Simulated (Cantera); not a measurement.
Input: 1 mol Pb, 5.2 mol H2O, 3.1 mol CO, at 1200 K and 20.0 mbar.

Equilibrium computed with Cantera from the NASA thermochemical tables; the gas is ideal and each condensed phase is pure. Candidate condensed phases: C, C6H6, C7H8, C8H18, H2O, Pb, PbO, PbO2, Pb3O4; 113 gas species. The numbers say what is thermodynamically allowed, not how fast it happens.

Base state: H2O 0.397, H2 0.210, CO2 0.210, CO 0.152, Pb 0.0322 (mole fractions); condensed: Pb(l).

Problem. What changes in the equilibrium state with this change: temperature from 1200 K to 1248.15 K?

Solution. 
| species | before | after |
|---|---|---|
| H2O | 0.397 | 0.390 |
| H2 | 0.210 | 0.196 |
| CO2 | 0.210 | 0.196 |
| Pb | 0.0322 | 0.0651 |
| CO | 0.152 | 0.153 |
| Pb(l), mol | 0.724 | 0.421 |

Problem. What changes in the equilibrium state with this change: Pb replaced by Si?

Solution. 
```csv
species,before,after
H2,0.210,0.368
H2O,0.397,0.259
CO,0.152,0.247
Pb,0.0322,0
CO2,0.210,0.127
"Pb(l), mol",0.724,0
"SiO2(β-quartz), mol",0,1.00
```
The tables hold silica as quartz up to 1696 K and as liquid above; real silica turns to tridymite and cristobalite and melts near 1996 K. Further candidate phases: Si, SiC, SiO2.

Problem. What changes in the equilibrium state with this change: temperature from 1200 K to 1925 K?

Solution. 
```csv
species,before,after
H2O,0.397,0.419
CO,0.152,0.195
H2,0.210,0.138
Pb,0.0322,0.106
CO2,0.210,0.138
OH,9.66e-9,0.000659
O2,<1e-9,1.18e-5
"Pb(l), mol",0.724,0
```
